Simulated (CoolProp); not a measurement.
Vapour-liquid equilibrium of R22 (1) + c-C4F8 (RC318) (2) at 1170 kPa; x and y are mole fractions of (1).

The numbers come from the multi-fluid Helmholtz-energy mixture model, Kamei 1995 and Platzer 1990; pair parameters Bell 2016 in CoolProp. This equation is an older, rougher fit; its heat capacities, sound speeds and derivatives of the liquid may be far off and weren't checked against measurements.

| x | bubble temperature, mixture model (K) | bubble temperature, Raoult's law (K) | y, mixture model | y, Raoult's law |
|---|---|---|---|---|
| 0.05 | 344.9 | 343.3 | 0.084 | 0.129 |
| 0.125 | 340.3 | 338.2 | 0.226 | 0.289 |
| 0.2 | 334.6 | 333.6 | 0.373 | 0.419 |
| 0.275 | 328.4 | 329.5 | 0.507 | 0.526 |
| 0.35 | 322.6 | 325.7 | 0.615 | 0.615 |
| 0.425 | 317.6 | 322.2 | 0.697 | 0.690 |
| 0.5 | 313.6 | 318.9 | 0.756 | 0.753 |
| 0.575 | 310.6 | 316.0 | 0.799 | 0.807 |
| 0.65 | 308.3 | 313.2 | 0.833 | 0.853 |
| 0.725 | 306.6 | 310.6 | 0.862 | 0.893 |
| 0.8 | 305.1 | 308.2 | 0.890 | 0.927 |
| 0.875 | 303.9 | 305.9 | 0.922 | 0.958 |
| 0.95 | 302.9 | 303.8 | 0.963 | 0.984 |

The largest gap from Raoult's law is -5.4 K in bubble temperature, at x = 0.575. No azeotrope shows between x = 0.05 and 0.95.

The pair parameters rest on a limited set of measurements; away from them the model extrapolates. The gap from Raoult's law changes sign with composition, which may be real or a fault of the pair parameters; it wasn't checked against measurements.
